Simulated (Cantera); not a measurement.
# Thermodynamics of silicon oxide and oxynitride deposition, feed Si2H6 + O2 + H2 + N2

Feed: 1 mol Si2H6, 4.9 mol O2, 75 mol H2, 0.029 mol N2, at 300 Pa.

Equilibrium computed with Cantera from the NASA thermochemical tables; the gas is ideal and each condensed phase is pure. Candidate condensed phases: H2O, Si, SiO2, Si2N2O, Si3N4; 35 gas species. The feed counts by its element totals alone. The tables hold silica as quartz up to 1696 K and as liquid above; real silica turns to tridymite and cristobalite and melts near 1996 K. The numbers say what is thermodynamically allowed, not how fast it happens.

From 600 °C to 1350 °C the condensed part is SiO2(β-quartz). At 1425 °C the condensed part is SiO2(condensed).

```json
[
 {"T (°C)": "600", "x H2": "0.925", "x H2O": "0.0743", "x H": "8.22e-10", "x SiO": "<1e-12", "x N2": "0.000372", "x OH": "<1e-12", "n SiO2(β-quartz)": "2.00", "n SiO2(condensed)": "0"},
 {"T (°C)": "675", "x H2": "0.925", "x H2O": "0.0743", "x H": "9.21e-9", "x SiO": "<1e-12", "x N2": "0.000372", "x OH": "1.07e-12", "n SiO2(β-quartz)": "2.00", "n SiO2(condensed)": "0"},
 {"T (°C)": "750", "x H2": "0.925", "x H2O": "0.0743", "x H": "7.27e-8", "x SiO": "<1e-12", "x N2": "0.000372", "x OH": "1.54e-11", "n SiO2(β-quartz)": "2.00", "n SiO2(condensed)": "0"},
 {"T (°C)": "825", "x H2": "0.925", "x H2O": "0.0743", "x H": "4.34e-7", "x SiO": "<1e-12", "x N2": "0.000372", "x OH": "1.54e-10", "n SiO2(β-quartz)": "2.00", "n SiO2(condensed)": "0"},
 {"T (°C)": "900", "x H2": "0.925", "x H2O": "0.0743", "x H": "2.07e-6", "x SiO": "3.65e-11", "x N2": "0.000372", "x OH": "1.15e-9", "n SiO2(β-quartz)": "2.00", "n SiO2(condensed)": "0"},
 {"T (°C)": "975", "x H2": "0.925", "x H2O": "0.0743", "x H": "8.20e-6", "x SiO": "1.06e-9", "x N2": "0.000372", "x OH": "6.73e-9", "n SiO2(β-quartz)": "2.00", "n SiO2(condensed)": "0"},
 {"T (°C)": "1050", "x H2": "0.925", "x H2O": "0.0743", "x H": "2.79e-5", "x SiO": "2.10e-8", "x N2": "0.000372", "x OH": "3.24e-8", "n SiO2(β-quartz)": "2.00", "n SiO2(condensed)": "0"},
 {"T (°C)": "1125", "x H2": "0.925", "x H2O": "0.0743", "x H": "8.31e-5", "x SiO": "2.98e-7", "x N2": "0.000372", "x OH": "1.32e-7", "n SiO2(β-quartz)": "2.00", "n SiO2(condensed)": "0"},
 {"T (°C)": "1200", "x H2": "0.925", "x H2O": "0.0743", "x H": "0.000222", "x SiO": "3.21e-6", "x N2": "0.000372", "x OH": "4.64e-7", "n SiO2(β-quartz)": "2.00", "n SiO2(condensed)": "0"},
 {"T (°C)": "1275", "x H2": "0.925", "x H2O": "0.0743", "x H": "0.000541", "x SiO": "2.73e-5", "x N2": "0.000372", "x OH": "1.45e-6", "n SiO2(β-quartz)": "2.00", "n SiO2(condensed)": "0"},
 {"T (°C)": "1350", "x H2": "0.924", "x H2O": "0.0745", "x H": "0.00121", "x SiO": "0.000188", "x N2": "0.000371", "x OH": "4.09e-6", "n SiO2(β-quartz)": "1.99", "n SiO2(condensed)": "0"},
 {"T (°C)": "1425", "x H2": "0.921", "x H2O": "0.0752", "x H": "0.00253", "x SiO": "0.00108", "x N2": "0.000371", "x OH": "1.06e-5", "n SiO2(β-quartz)": "0", "n SiO2(condensed)": "1.92"}
]
```
x: gas mole fraction; n: condensed amount in mol.
